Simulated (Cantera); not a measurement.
Input: 1 mol NiS, 320 mol H2, equilibrated at 1 atm.

Equilibrium computed with Cantera from the NASA thermochemical tables; the gas is ideal and each condensed phase is pure. Candidate condensed phases: Ni, NiS, NiS2, Ni3S2, Ni3S4, S; 9 gas species. Metal and sulfide melt together well below either melting point, which pure phases cannot show. Kinetics and transport are ignored.

Which condensed phases are stable at each of these points (T (K)): 725, 925, 1125, 1325, 1525, 1725, 1925, 2125?


| T (K) | condensed phases | Ni condensed (%) |
|---|---|---|
| 725 | Ni3S2(s) | 100.0 |
| 925 | Ni(s) + Ni3S2(s) | 100.0 |
| 1125 | Ni(s) | 100.0 |
| 1325 | Ni(s) | 100.0 |
| 1525 | Ni(s) | 100.0 |
| 1725 | Ni(s) | 99.9 |
| 1925 | Ni(l) | 97.5 |
| 2125 | Ni(l) | 74.7 |

At 725 K the condensed part is Ni3S2(s). At 925 K the condensed part is Ni(s) + Ni3S2(s). From 1125 K to 1725 K the condensed part is Ni(s). From 1925 K to 2125 K the condensed part is Ni(l).
